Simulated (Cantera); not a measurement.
Feed: 1 mol C2H6, 0.29 mol CO2, 16 mol H2, 0.013 mol O2, at 6.70 bar.

Method: chemical equilibrium by Gibbs-energy minimisation in Cantera with the NASA 1993 tables (ideal gas, pure condensed phases). Candidate condensed phases: C, C6H6, C7H8, C8H18, H2O; 110 gas species. The numbers say what is thermodynamically allowed, not how fast it happens.

log p: log10 of the partial pressure in bar; n: condensed amount in mol.

```tsv
T (K)	log p H2	log p CH4	log p H2O	log p CO	log p C2H2 (acetylene)	n C(graphite)
873	0.74	-0.04	-0.62	-3.16	<-11	0
973	0.75	-0.05	-0.65	-1.83	-9.82	0
1073	0.75	-0.10	-0.87	-1.01	-7.93	0
1173	0.76	-0.18	-1.41	-0.73	-6.45	0.0458
1273	0.79	-0.45	-1.83	-0.69	-5.64	0.747
1373	0.80	…	…	-0.68	…	…
1473	0.80	-0.92	-2.56	-0.68	-4.38	1.35
1573	0.81	-1.12	-2.86	-0.68	-3.88	1.47
1673	0.81	…	…	-0.68	…	1.54
1773	0.81	-1.45	-3.36	-0.68	-3.04	1.58
1873	0.81	-1.59	-3.57	-0.68	-2.70	1.60
1973	0.81	-1.72	-3.76	-0.68	-2.38	1.60
2073	0.81	-1.83	-3.93	-0.68	-2.10	1.59
```

Question: Fill in the missing entries.

Answer: 
- 1373, log p CH4: -0.70
- 1373, log p H2O: -2.21
- 1373, log p C2H2 (acetylene): -4.96
- 1373, n C(graphite): 1.14
- 1673, log p CH4: -1.30
- 1673, log p H2O: -3.12
- 1673, log p C2H2 (acetylene): -3.44
